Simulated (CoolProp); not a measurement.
Vapour-liquid equilibrium of ethane (1) + propylene (2) at 0.229 bar; x and y are mole fractions of (1).

Values from CoolProp's multi-fluid Helmholtz-energy mixture model, Bücker 2006 and Lemmon 2013; pair parameters Bell 2016.

Task: Give the bubble temperature and the first vapour's composition at x = 0.05, 0.55, 0.95. Is there an azeotrope?

Result: x = 0.05: 191.3 K, y = 0.353; x = 0.55: 168.3 K, y = 0.944; x = 0.95: 161.6 K, y = 0.996. No azeotrope shows between x = 0.05 and 0.95.

Pair parameters are fitted to limited data, so mixtures are less certain than the pure fluids.
